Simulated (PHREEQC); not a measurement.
**Acid mine or pickling water (model solution)**

Synthetic water in mg/kgw, 34 °C, pH 1.82, pe 11.7: Na 454; K 401; Ca 642; Mg 76.5; Cl 895; S(6) as SO4 3470; Li 6.97; N(5) as NO3 1.72; Pb 60.6.

Cl is adjusted to close the charge balance.
Valence states are taken as typed.

Model: ion-association model, phreeqc.dat, run in PHREEQC.

No solid was allowed to form.

Task: Estimate the ionic strength, specific conductance, density.

Result: ionic strength 0.104 mol/kgw; specific conductance 14500 µS/cm; density 0.999 g/cm³.

Task: In which forms is Li present?

Result: Li+ 98 %, LiSO4- 2.4 % of the Li.

The solution is supersaturated, for example in Anglesite, so a real one may precipitate; this is no full list.
